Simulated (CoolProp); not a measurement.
A Linde-Hampson liquefier for methane: isothermal reversible compression at 200 K from 1 atm to 40 MPa, throttling to 1 atm, return gas leaving the recuperator 2 K below the feed. Each further row changes one setting.

Values from CoolProp's reference Helmholtz-energy equation of state, Setzmann 1991.

```csv
case,liquid yield per pass,compression work (kJ/kg of gas)
as stated,0.494,487
high pressure 80 MPa,___,593
warm-end temperature 230 K,0.404,___
warm-end gap 7 K,___,487
```

**Question.** Fill in the missing entries.

**Answer.** 
- high pressure 80 MPa, liquid yield per pass: 0.418
- warm-end temperature 230 K, compression work (kJ/kg of gas): 609
- warm-end gap 7 K, liquid yield per pass: 0.486
